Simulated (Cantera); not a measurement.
Charge: 1 mol SiC, 0.017 mol O2, 3.1 mol N2, held at 1650 K.

Cantera equilibrium calculation (NASA polynomials, part measured and part estimated; ideal gas, pure solids and liquids). Candidate condensed phases: C, Si, SiC, SiO2, Si2N2O, Si3N4; 34 gas species. Mutual solubility and eutectic melting of coexisting phases are not modelled. Equilibrium is a limit: real reactors are often held back by kinetics, nucleation or transport.

log p: log10 of the partial pressure in bar; n: condensed amount in mol.

```json
[
 {"P (Pa)": "0.100", "log p N2": "-6.01", "log p CO": "-7.98", "log p Si": "-8.00", "log p SiO": "-9.48", "log p Si2C": "-10.35", "log p SiN": "-11.15", "log p SiC2": "-11.21", "n SiC(s)": "0.967", "n Si2N2O(s)": "0", "n C(graphite)": "0", "n Si3N4(s)": "0"},
 {"P (Pa)": "1.50", "log p N2": "?", "log p CO": "?", "log p Si": "?", "log p SiO": "?", "log p Si2C": "?", "log p SiN": "-9.93", "log p SiC2": "?", "n SiC(s)": "0.978", "n Si2N2O(s)": "0", "n C(graphite)": "0", "n Si3N4(s)": "0"},
 {"P (Pa)": "22", "log p N2": "-3.66", "log p CO": "-5.91", "log p Si": "-7.26", "log p SiO": "-5.93", "log p Si2C": "-9.61", "log p SiN": "-9.23", "log p SiC2": "-11.95", "n SiC(s)": "0.983", "n Si2N2O(s)": "0", "n C(graphite)": "0", "n Si3N4(s)": "0"},
 {"P (Pa)": "320", "log p N2": "?", "log p CO": "?", "log p Si": "-7.25", "log p SiO": "?", "log p Si2C": "-9.60", "log p SiN": "-8.64", "log p SiC2": "-11.96", "n SiC(s)": "0.983", "n Si2N2O(s)": "0", "n C(graphite)": "0", "n Si3N4(s)": "0"},
 {"P (Pa)": "4600", "log p N2": "-1.34", "log p CO": "-3.48", "log p Si": "-8.01", "log p SiO": "-5.01", "log p Si2C": "-10.37", "log p SiN": "-8.83", "log p SiC2": "-11.20", "n SiC(s)": "0.978", "n Si2N2O(s)": "0.0109", "n C(graphite)": "0", "n Si3N4(s)": "0"},
 {"P (Pa)": "68000", "log p N2": "-0.17", "log p CO": "-3.07", "log p Si": "-8.57", "log p SiO": "-5.62", "log p Si2C": "-11.01", "log p SiN": "-8.80", "log p SiC2": "-10.82", "n SiC(s)": "0", "n Si2N2O(s)": "0.0310", "n C(graphite)": "0.997", "n Si3N4(s)": "0.313"},
 {"P (Pa)": "1000000", "log p N2": "1.00", "log p CO": "-2.69", "log p Si": "-9.35", "log p SiO": "-6.01", "log p Si2C": "<-11", "log p SiN": "-8.99", "log p SiC2": "<-11", "n SiC(s)": "0", "n Si2N2O(s)": "0.0335", "n C(graphite)": "0.999", "n Si3N4(s)": "0.311"}
]
```

Problem. Fill in the missing entries.

Solution. 
- 1.50, log p N2: -4.83
- 1.50, log p CO: -6.99
- 1.50, log p Si: -7.37
- 1.50, log p SiO: -7.23
- 1.50, log p Si2C: -9.72
- 1.50, log p SiC2: -11.84
- 320, log p N2: -2.50
- 320, log p CO: -4.76
- 320, log p SiO: -4.76
